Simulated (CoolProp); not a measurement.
Values from CoolProp's reference Helmholtz-energy equation of state, Lemmon 2013.

For propylene, give the phase and the density (kg/m³), cv (kJ/(kg K)), conductivity (mW/(m K)) at 127.55 °C and 1.04 MPa; 127.55 °C and 4.14 MPa; 127.55 °C and 5.18 MPa.


- 127.55 °C and 1.04 MPa: gas; density 14.0, cv 1.74, conductivity 30.4
- 127.55 °C and 4.14 MPa: gas; density 71.5, cv 1.83, conductivity 38.0
- 127.55 °C and 5.18 MPa: supercritical; density 102, cv 1.88, conductivity 43.1

Thermal conductivity comes from a separate model (Huber 2003), an estimate that may be off by 10 % or more.
